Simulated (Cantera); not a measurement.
A perfectly stirred reactor is fed with CH₄ : CO₂ = 1 : 2.5 (molar parts), at 1.01 bar; it is held at 1550 K, and followed from long to short residence time.

Model: GRI-Mech 3.0 (53 species, 325 reactions), integrated in Cantera.

### Question
Predict: x(CH₄) at τ = 13.0 s; x(CO₂) at τ = 13.0 s; x(C₂H) at τ = 13.0 s; x(H) at τ = 13.0 s; x(CH₄) at τ = 24.0 ms; x(CO₂) at τ = 24.0 ms; x(C₂H) at τ = 24.0 ms; x(H) at τ = 24.0 ms.

### Answer
```
Item                     Value
---------------------  -------
x(CH₄) at τ = 13.0 s    0.0207
x(CO₂) at τ = 13.0 s     0.187
x(C₂H) at τ = 13.0 s   4.20e-9
x(H) at τ = 13.0 s     1.16e-5
x(CH₄) at τ = 24.0 ms    0.248
x(CO₂) at τ = 24.0 ms    0.686
x(C₂H) at τ = 24.0 ms  2.11e-9
x(H) at τ = 24.0 ms    2.01e-6
```
